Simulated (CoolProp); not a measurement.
cis-2-butene at 298.15 K and 0.135 MPa is throttled through a valve to 0.0762 MPa with no heat exchange. Each further row changes one setting.

Computed with CoolProp (reference Helmholtz-energy equation of state, Lemmon 2005). It is a short technical equation, of lower accuracy than the large ones.

```csv
case,temperature change (K),final density (kg/m³)
as stated,?,?
outlet pressure 0.0229 MPa,?,0.529
outlet pressure 0.0991 MPa,?,2.32
```

Q: Fill in the missing entries.

A: 
- as stated, temperature change (K): -2.0
- as stated, final density (kg/m³): 1.78
- outlet pressure 0.0229 MPa, temperature change (K): -3.8
- outlet pressure 0.0991 MPa, temperature change (K): -1.2
